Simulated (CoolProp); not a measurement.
Computed with CoolProp (reference Helmholtz-energy equation of state, Marx 1992).

Question: For R113, give the phase and the density (kg/m³), cp (kJ/(kg K)), Joule-Thomson coefficient (K/MPa), isothermal compressibility (1/MPa) at 45.25 °C and 0.211 MPa; 173.65 °C and 0.211 MPa; 187.95 °C and 0.211 MPa.

Answer: 
- 45.25 °C and 0.211 MPa: liquid; density 1510, cp 0.938, Joule-Thomson coefficient -0.338, isothermal compressibility 0.00224
- 173.65 °C and 0.211 MPa: gas; density 11.0, cp 0.783, Joule-Thomson coefficient 11.4, isothermal compressibility 4.88
- 187.95 °C and 0.211 MPa: gas; density 10.6, cp 0.791, Joule-Thomson coefficient 10.5, isothermal compressibility 4.87
